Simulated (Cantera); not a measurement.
Gas mixture: C3H8 : CH4 : H2O = 0.7 : 0.64 : 0.18 (molar parts), at 0.248 Torr, frozen composition.

Cantera's kinetic-theory transport with the Lennard-Jones parameters of GRI-Mech 3.0, ideal gas; thermal conductivity in the mixture-averaged form. Polar gases are described roughly by these parameters. The composition is frozen, though it would react at the higher temperatures.

D: mixture-averaged diffusion coefficient of that species in the mixture.

| T (K) | ρ (kg/m³) | cp (J/kg/K) | μ (µPa s) | λ (mW/m/K) | Pr | D (cm²/s) CO2 | D (cm²/s) H | D (cm²/s) CH4 |
|---|---|---|---|---|---|---|---|---|
| 400 | 0.000290 | 2208 | [?] | 38.8 | 0.702 | 600 | 4500 | 726 |
| 600 | 0.000193 | 2937 | [?] | 70.7 | 0.723 | 1270 | 9290 | 1510 |
| 800 | 0.000145 | 3523 | [?] | 105 | 0.731 | 2110 | 15300 | 2500 |
| 1000 | 0.000116 | 3983 | [?] | 140 | 0.734 | 3120 | 22400 | 3680 |
| 1200 | 9.66e-5 | 4320 | [?] | 174 | 0.730 | 4270 | 30600 | 5020 |
| 1400 | 8.28e-5 | 4599 | [?] | 207 | 0.727 | 5550 | 39600 | 6510 |

Question: Complete the blanks.

Answer: 
- 400, μ (µPa s): 12.3
- 600, μ (µPa s): 17.4
- 800, μ (µPa s): 21.8
- 1000, μ (µPa s): 25.8
- 1200, μ (µPa s): 29.4
- 1400, μ (µPa s): 32.7
